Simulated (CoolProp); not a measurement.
Properties of trans-2-butene along the isotherm 229.5 K (Tc = 428.6 K, pc = 4.019 MPa, ω = 0.210).

Computed with CoolProp (reference Helmholtz-energy equation of state, Lemmon 2005). It is a short technical equation, of lower accuracy than the large ones.

| p (MPa) | phase | Z | cp (kJ/(kg K)) | speed of sound (m/s) | Joule-Thomson coefficient (K/MPa) | isothermal compressibility (1/MPa) |
|---|---|---|---|---|---|---|
| 0.0318 | liquid | 0.001387 | 2.074 | 1294 | -0.4623 | 0.001275 |
| 0.0479 | liquid | 0.002089 | 2.074 | 1294 | -0.4623 | 0.001274 |
| 0.0723 | liquid | 0.003153 | 2.074 | 1294 | -0.4623 | 0.001274 |
| 0.109 | liquid | 0.004753 | 2.074 | 1295 | -0.4624 | 0.001273 |
| 0.165 | liquid | 0.007194 | 2.074 | 1295 | -0.4625 | 0.001272 |
| 0.248 | liquid | 0.01081 | 2.074 | 1296 | -0.4627 | 0.001271 |
| 0.375 | liquid | 0.01635 | 2.074 | 1297 | -0.4629 | 0.001269 |
| 0.565 | liquid | 0.02462 | 2.073 | 1298 | -0.4633 | 0.001265 |
| 0.852 | liquid | 0.03711 | 2.073 | 1300 | -0.4639 | 0.001260 |
| 1.29 | liquid | 0.05616 | 2.072 | 1303 | -0.4647 | 0.001253 |
| 1.94 | liquid | 0.08440 | 2.070 | 1308 | -0.4660 | 0.001242 |
| 2.93 | liquid | 0.1273 | 2.068 | 1315 | -0.4678 | 0.001225 |
| 4.41 | liquid | 0.1913 | 2.065 | 1326 | -0.4705 | 0.001202 |
| 6.66 | liquid | 0.2881 | 2.061 | 1341 | -0.4743 | 0.001168 |
| 10 | liquid | 0.4309 | 2.055 | 1363 | -0.4795 | 0.001122 |
